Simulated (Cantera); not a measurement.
# Equilibrium for silicon oxide and oxynitride deposition: SiF4 + H2O + N2 + O3

Input: 1 mol SiF4, a varied amount of H2O, 1.8 mol N2, 0.17 mol O3, at 998 K and 200 Pa.

Cantera equilibrium calculation (NASA polynomials, part measured and part estimated; ideal gas, pure solids and liquids). Candidate condensed phases: H2O, Si, SiO2, Si2N2O, Si3N4; 58 gas species. The numbers say what is thermodynamically allowed, not how fast it happens.

From 0.28 mol H2O to 3.6 mol H2O the condensed part is SiO2(β-quartz). The main Si-bearing gas is SiF4 throughout. The share of Si in condensed phases is highest at 3.6 mol H2O (92.5 %) and lowest at 0.28 mol H2O (13.2 %).

| n(H2O) (mol) | log p N2 | log p HF | log p SiF4 | log p H2O | log p O2 | n SiO2(β-quartz) |
|---|---|---|---|---|---|---|
| 0.28 | -2.98 | -3.52 | -3.30 | -5.05 | -3.83 | 0.132 |
| 0.84 | -3.07 | -3.17 | -3.52 | -4.24 | -3.92 | 0.359 |
| 1.4 | -3.14 | -3.06 | -3.74 | -3.91 | -3.99 | 0.546 |
| 2 | -3.20 | -3.01 | -3.99 | -3.69 | -4.05 | 0.705 |
| 2.5 | -3.25 | -3.00 | -4.21 | -3.55 | -4.10 | 0.803 |
| 3.1 | -3.29 | -3.00 | -4.48 | -3.42 | -4.14 | 0.883 |
| 3.6 | -3.32 | -3.01 | -4.70 | -3.34 | -4.17 | 0.925 |
log p: log10 of the partial pressure in bar; n: condensed amount in mol.
